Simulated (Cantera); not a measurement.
Charge: 1 mol TEOS, 0.66 mol O2, 0.16 mol H2, at 13.3 mbar.

Equilibrium computed with Cantera from the NASA thermochemical tables; the gas is ideal and each condensed phase is pure. Candidate condensed phases: C, C6H6, C7H8, C8H18, H2O, Si, SiC, SiO2; 123 gas species. The feed counts by its element totals alone. The tables hold silica as quartz up to 1696 K and as liquid above; real silica turns to tridymite and cristobalite and melts near 1996 K. Equilibrium is a limit: real reactors are often held back by kinetics, nucleation or transport.

Task: Which condensed phases are stable at each of these points (T (K)): 700, 900, 1100, 1300, 1500, 1700, 1900, 2100?

Result: 
| T (K) | condensed phases | Si condensed (%) |
|---|---|---|
| 700 | C(graphite) + SiO2(α-quartz) | 100.0 |
| 900 | C(graphite) + SiO2(β-quartz) | 100.0 |
| 1100 | C(graphite) + SiO2(β-quartz) | 100.0 |
| 1300 | C(graphite) + SiO2(β-quartz) | 100.0 |
| 1500 | C(graphite) + SiC(s) | 99.0 |
| 1700 | C(graphite) + SiC(s) | 97.8 |
| 1900 | C(graphite) + SiC(s) | 96.1 |
| 2100 | C(graphite) + SiC(s) | 92.4 |

At 700 K the condensed part is C(graphite) + SiO2(α-quartz). From 900 K to 1300 K the condensed part is C(graphite) + SiO2(β-quartz). From 1500 K to 2100 K the condensed part is C(graphite) + SiC(s).
